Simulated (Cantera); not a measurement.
Charge: 1 mol SiH₂Cl₂, 14 mol N₂, held at 0.133 bar.

Cantera equilibrium calculation (NASA polynomials, part measured and part estimated; ideal gas, pure solids and liquids). Candidate condensed phases: NH₄Cl, Si, Si₃N₄; 28 gas species. The tables' values for SiCl₃, SiCl are old estimates; treat these amounts as uncertain. Rates play no part.

At 1800 K, list the 4 most abundant gas species with their mole fractions, and the condensed phases.

N₂ 0.874, HCl 0.0499, H₂ 0.0386, SiCl₂ 0.0358. Condensed: Si₃N₄(s).
